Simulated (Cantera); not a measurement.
A closed system holds: 1 mol TEOS, 0.51 mol H2O, a varied amount of N2O, equilibrated at 2173 K and 52000 Pa.

Method: chemical equilibrium by Gibbs-energy minimisation in Cantera with the NASA 1993 tables (ideal gas, pure condensed phases). Candidate condensed phases: C, C6H6, C7H8, C8H18, H2O, Si, SiC, SiO2, Si2N2O, Si3N4; 151 gas species. The feed counts by its element totals alone. The tables hold silica as quartz up to 1696 K and as liquid above; real silica turns to tridymite and cristobalite and melts near 1996 K. Gases not in the tables: Si(OH)4. The numbers say what is thermodynamically allowed, not how fast it happens.

Task: At 5.9 mol N2O, list the 4 most abundant gas species with their mole fractions, and the condensed phases.

Result: H2 0.387, CO 0.315, N2 0.236, H2O 0.0316. Condensed: SiO2(l).
